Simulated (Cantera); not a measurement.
A freely propagating, adiabatic, planar premixed flame of CH4 : CO : O2 : N2 = 1 : 0.13 : 1.59 : 5.97 (molar parts), equivalence ratio 1.3, unburnt at 300 K and 1.20 bar; mixture-averaged transport, grid criteria slope 0.08 and curve 0.16, no radiation.

Cantera simulation using GRI-Mech 3.0 (53 species, 325 reactions); the numbers are that mechanism's predictions, not measurements. Burning velocities carry a grid error of a few per cent, more on coarse grids.

Question: Predict: laminar burning velocity; thermal thickness; peak x(HCN); peak x(C2H).

Answer: 
- laminar burning velocity = 25.0 cm/s
- thermal thickness = 0.503 mm
- peak x(HCN) = 2.58e-5
- peak x(C2H) = 7.66e-7
